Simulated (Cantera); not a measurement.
A perfectly stirred reactor is fed with 37.9 % H2, 37.9 % O2, 24.2 % N2, equivalence ratio 0.50, at 100.0 Torr; it is held at 1225 K, and followed from long to short residence time.

Detailed kinetics in Cantera: the H2/O2 subset of GRI-Mech 3.0, which has no nitrogen chemistry. The temperature is held fixed by assumption; the heat of reaction is taken as removed at once.

x: mole fraction; the columns are a selection and need not sum to one.

| τ (s) | x H2 | x O2 | x H | x OH | x H2O2 |
|---|---|---|---|---|---|
| 1.9 | 0.000233 | 0.234 | 1.14e-5 | 0.000531 | 8.28e-7 |
| 0.51 | [?] | 0.233 | [?] | [?] | [?] |
| 0.14 | 0.00130 | 0.233 | 0.000158 | 0.00127 | 2.23e-6 |
| 0.036 | 0.00310 | 0.234 | 0.000612 | 0.00204 | 3.39e-6 |
| 0.0097 | 0.00696 | 0.234 | 0.00224 | 0.00323 | 4.63e-6 |
| 0.0026 | [?] | 0.235 | [?] | [?] | 5.61e-6 |
| 0.00069 | 0.0318 | 0.237 | 0.0264 | 0.00792 | 5.73e-6 |
| 0.00018 | 0.0626 | 0.244 | 0.0698 | 0.0110 | 4.74e-6 |

Question: Fill in the missing entries.

Answer: 
- 0.51, x H2: 0.000557
- 0.51, x H: 4.30e-5
- 0.51, x OH: 0.000824
- 0.51, x H2O2: 1.40e-6
- 0.0026, x H2: 0.0152
- 0.0026, x H: 0.00799
- 0.0026, x OH: 0.00514
